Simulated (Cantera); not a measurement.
Input: 1 mol NH₃, a varied amount of SO₂, 0.3 mol N₂, held at 2500 K and 1330 Pa.

Cantera equilibrium calculation (NASA polynomials, part measured and part estimated; ideal gas, pure solids and liquids). Candidate condensed phases: H₂O, H₂SO₄, S; 35 gas species. The numbers say what is thermodynamically allowed, not how fast it happens.

Q: At 0.1 mol SO₂, list the 5 most abundant gas species with their mole fractions, and the condensed phases.

A: H₂ 0.444, N₂ 0.310, H 0.145, H₂O 0.0595, S 0.0174. Condensed: gas only.
